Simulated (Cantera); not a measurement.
Charge: 1 mol SiCl4, 0.78 mol Cl2, 0.84 mol H2, 1.2 mol NH3, equilibrated at 2.10 bar.

Cantera equilibrium calculation (NASA polynomials, part measured and part estimated; ideal gas, pure solids and liquids). Candidate condensed phases: NH4Cl, Si, Si3N4; 28 gas species. Equilibrium is a limit: real reactors are often held back by kinetics, nucleation or transport.

**Question.** What share of the Si ends up in condensed phases as a function of T (°C), at 275, 325, 375, 425, 475, 525, 575, 625, 675, 725, 775, 825, 875, 925?

**Answer.** 
| T (°C) | Si condensed (%) | as |
|---|---|---|
| 275 | 0.0 | - |
| 325 | 0.0 | - |
| 375 | 0.0 | - |
| 425 | 0.0 | - |
| 475 | 0.0 | - |
| 525 | 0.0 | - |
| 575 | 0.0 | - |
| 625 | 1.0 | Si3N4(s) |
| 675 | 2.7 | Si3N4(s) |
| 725 | 4.2 | Si3N4(s) |
| 775 | 5.5 | Si3N4(s) |
| 825 | 6.7 | Si3N4(s) |
| 875 | 7.8 | Si3N4(s) |
| 925 | 8.7 | Si3N4(s) |
